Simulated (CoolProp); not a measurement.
Vapour-liquid equilibrium of cyclohexane (1) + toluene (2) at 350 kPa; x and y are mole fractions of (1).

The numbers come from the multi-fluid Helmholtz-energy mixture model, Zhou 2014 and Lemmon 2006; pair parameters Bell 2016 in CoolProp.

Problem. Give the bubble temperature and the first vapour's composition at x = 0.25, 0.55, 0.85. Is there an azeotrope?

Solution. x = 0.25: 148.1 °C, y = 0.412; x = 0.55: 138.1 °C, y = 0.699; x = 0.85: 131.2 °C, y = 0.904. No azeotrope shows between x = 0.05 and 0.95.

Pair parameters are fitted to limited data, so mixtures are less certain than the pure fluids.
